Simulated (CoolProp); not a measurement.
R115 along the isotherm 82.25 °C: Z from the reference equation and from simpler models built on Tc = 80.0 °C, pc = 31.29 bar, ω = 0.248; each cubic takes its own stable root.

Values from CoolProp's reference Helmholtz-energy equation of state, Lemmon 2016.

```json
[
 {"p (bar)": "15.6", "phase": "gas", "reference": "0.8127", "van der Waals": "0.8306", "Soave-Redlich-Kwong": "0.8109"},
 {"p (bar)": "31.3", "phase": "supercritical", "reference": "0.4422", "van der Waals": "0.4875", "Soave-Redlich-Kwong": "0.4679"},
 {"p (bar)": "46.9", "phase": "supercritical", "reference": "0.2516", "van der Waals": "0.3509", "Soave-Redlich-Kwong": "0.2946"},
 {"p (bar)": "62.6", "phase": "supercritical", "reference": "0.3135", "van der Waals": "0.4303", "Soave-Redlich-Kwong": "0.3534"},
 {"p (bar)": "78.2", "phase": "supercritical", "reference": "0.3760", "van der Waals": "0.5108", "Soave-Redlich-Kwong": "0.4142"},
 {"p (bar)": "93.9", "phase": "supercritical", "reference": "0.4382", "van der Waals": "___", "Soave-Redlich-Kwong": "0.4750"},
 {"p (bar)": "110", "phase": "supercritical", "reference": "0.5012", "van der Waals": "0.6727", "Soave-Redlich-Kwong": "0.5363"},
 {"p (bar)": "125", "phase": "supercritical", "reference": "___", "van der Waals": "0.7476", "Soave-Redlich-Kwong": "0.5926"},
 {"p (bar)": "141", "phase": "supercritical", "reference": "___", "van der Waals": "0.8265", "Soave-Redlich-Kwong": "0.6516"},
 {"p (bar)": "156", "phase": "supercritical", "reference": "0.6763", "van der Waals": "___", "Soave-Redlich-Kwong": "0.7062"}
]
```

Q: Fill in the missing entries.

A: 
- 93.9, van der Waals: 0.5913
- 125, reference: 0.5590
- 141, reference: 0.6199
- 156, van der Waals: 0.8996
